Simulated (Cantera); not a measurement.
A closed system holds: 1 mol SiC, 0.28 mol O₂, 2.6 mol H₂, held at 0.440 Pa.

Equilibrium computed with Cantera from the NASA thermochemical tables; the gas is ideal and each condensed phase is pure. Candidate condensed phases: C, C₆H₆, C₇H₈, C₈H₁₈, H₂O, Si, SiC, SiO₂; 123 gas species. Rates play no part.

Problem. At 2200 K, list the 5 most abundant gas species with their mole fractions, and the condensed phases.

Solution. H 0.688, Si 0.143, CO 0.0882, H₂ 0.0656, SiC₂ 0.0138. Condensed: C(graphite).
